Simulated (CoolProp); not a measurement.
Saturation properties of the fluoroketone C6F12O (FK-5-1-12).

Model: reference Helmholtz-energy equation of state, McLinden 2015, in CoolProp.

```csv
T (K),p (MPa),vapour density (kg/m³),enthalpy of vaporisation (kJ/kg)
251,0.003407,___,107.4
257.2,___,0.7504,105.8
263.4,0.007287,1.062,104.2
269.7,0.01037,___,102.5
275.9,0.01437,2.012,100.9
282.1,0.01958,2.691,99.20
288.3,0.02621,___,97.53
294.6,0.03472,___,95.82
300.8,___,5.916,___
```

Problem. Complete the blanks.

Solution. 
- 251, vapour density (kg/m³): 0.5187
- 257.2, p (MPa): 0.005041
- 269.7, vapour density (kg/m³): 1.479
- 288.3, vapour density (kg/m³): 3.543
- 294.6, vapour density (kg/m³): 4.618
- 300.8, p (MPa): 0.04512
- 300.8, enthalpy of vaporisation (kJ/kg): 94.11

It boils at 322.2 K under 1 atm.
